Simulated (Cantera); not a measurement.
An adiabatic, constant-pressure homogeneous reactor starts with CH3OH : O2 : N2 = 1 : 0.833 : 7.92 (molar parts), equivalence ratio 1.8, at 1225 K and 6530 Torr.

Computed with Cantera and GRI-Mech 3.0 (53 species, 325 reactions). GRI-Mech 3.0 was tuned for natural gas; its chemistry of methanol as a main component is partial and can be far from experiment.

Problem. Predict: time of steepest temperature rise; temperature at 0.700 s; equilibrium temperature; x(O2) at 0.700 s; x(H) at 0.700 s; x(O) at 0.700 s; x(CH2O) at 0.700 s.

Solution. 
```
Quantity                                                              Result
---------------------------------  -----------------------------------------
time of steepest temperature rise                                    1.21 ms
temperature at 0.700 s                                                2010 K
equilibrium temperature                                               2010 K
x(O2) at 0.700 s                     4.94e-8 (gas-phase equilibrium 4.94e-8)
x(H) at 0.700 s                    0.000144 (gas-phase equilibrium 0.000144)
x(O) at 0.700 s                      5.47e-8 (gas-phase equilibrium 5.47e-8)
x(CH2O) at 0.700 s                   1.32e-8 (gas-phase equilibrium 1.32e-8)
```
